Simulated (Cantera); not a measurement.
A closed system holds: 1 mol borazine, 0.85 mol H2O, 0.88 mol N2, at 1975 K and 10000 Pa.

Method: chemical equilibrium by Gibbs-energy minimisation in Cantera with the NASA 1993 tables (ideal gas, pure condensed phases). Candidate condensed phases: B, BN, B2O3, B3O3H3, H2O; 39 gas species. The feed counts by its element totals alone. The tables' values for BH2 are old estimates; treat these amounts as uncertain. The numbers say what is thermodynamically allowed, not how fast it happens.

Base state: H2 0.666, N2 0.227, HBO 0.0608, B2O2 0.0157, B2O3 0.0140, HBO2 0.00780, BO 0.00479, H 0.00353 (mole fractions); condensed: BN(s).

**Question.** What changes in the equilibrium state with this change: borazine replaced by BF3?

**Answer.** 
| species | before | after |
|---|---|---|
| HF | 0 | 0.459 |
| N2 | 0.227 | 0.248 |
| BOF | 0 | 0.227 |
| H2 | 0.666 | 0.000528 |
| BF3 | 0 | 0.0538 |
| B2O2 | 0.0157 | 1.52e-9 |
| HBO | 0.0608 | 5.33e-7 |
| B2O3 | 0.0140 | 3.57e-5 |
| O2 | <1e-9 | 0.000166 |
| BF2 | 0 | 7.68e-5 |
| BOF2 | 0 | 6.72e-5 |
| F | 0 | 3.21e-5 |
| BN(s), mol | 2.27 | 0 |
The tables' values for BF2 are old estimates; treat these amounts as uncertain.
